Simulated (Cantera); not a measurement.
A perfectly stirred reactor is fed with 28.6 % CH4, 71.4 % CO2, at 4.93 atm; it is held at 1450 K, and followed from long to short residence time.

Detailed kinetics in Cantera: GRI-Mech 3.0 (53 species, 325 reactions).

x: mole fraction; the columns are a selection and need not sum to one.

```tsv
τ (s)	x CH4	x CO2	x H2	x H	x CH2CO
0.73	0.144	0.517	0.0479	…	1.71e-5
0.37	0.186	0.591	0.0430	…	8.05e-6
0.19	0.222	0.647	0.0363	…	3.10e-6
0.097	0.248	0.681	0.0268	…	1.03e-6
0.050	0.264	0.699	0.0172	…	3.00e-7
0.025	0.274	0.708	0.00924	…	6.71e-8
0.013	0.280	0.712	0.00453	…	1.34e-8
0.0067	0.283	0.714	0.00202	…	2.39e-9
0.0034	0.284	0.714	0.000853	…	4.07e-10
0.0017	0.285	0.714	0.000366	…	7.08e-11
```

Problem. Complete the blanks.

Solution. 
- 0.73, x H: 5.16e-7
- 0.37, x H: 4.28e-7
- 0.19, x H: 3.49e-7
- 0.097, x H: 2.61e-7
- 0.050, x H: 1.75e-7
- 0.025, x H: 1.02e-7
- 0.013, x H: 5.53e-8
- 0.0067, x H: 2.91e-8
- 0.0034, x H: 1.66e-8
- 0.0017, x H: 1.12e-8
